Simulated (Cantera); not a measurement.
Feed: 1 mol Fe(CO)5, 0.042 mol O2, 0.14 mol H2, at 1048 K and 1 atm.

Method: chemical equilibrium by Gibbs-energy minimisation in Cantera with the NASA 1993 tables (ideal gas, pure condensed phases). Candidate condensed phases: C, C6H6, C7H8, C8H18, Fe, Fe(CO)5, FeO, Fe(OH)2, Fe(OH)3, Fe2O3, Fe3O4, H2O; 114 gas species. Condensed phases not in the tables: cementite and carbon dissolved in iron. Rates play no part.

Base state: CO 0.818, CO2 0.151, H2 0.0267, H2O 0.00414, CH4 4.22e-5 (mole fractions); condensed: C(graphite) + Fe(α).

Task: What changes in the equilibrium state with this change: H2 from 0.14 to 23 mol?

Result: 
| species | before | after |
|---|---|---|
| H2 | 0.0267 | 0.783 |
| CO | 0.818 | 0.153 |
| CH4 | 4.22e-5 | 0.0303 |
| CO2 | 0.151 | 0.00629 |
| H2O | 0.00414 | 0.0272 |
| C(graphite), mol | 0.616 | 0 |
| Fe(α), mol | 1.00 | 1.00 |

Task: What changes in the equilibrium state with this change: temperature from 1048 K to 1473 K?

Result: 
```tsv
species	before	after
CO	0.818	0.957
H2	0.0267	0.0262
CO2	0.151	0.0153
H2O	0.00414	0.00104
CH4	4.22e-5	1.05e-7
C(graphite), mol	0.616	0
Fe(α), mol	1.00	0
Fe(γ), mol	0	1.00
```
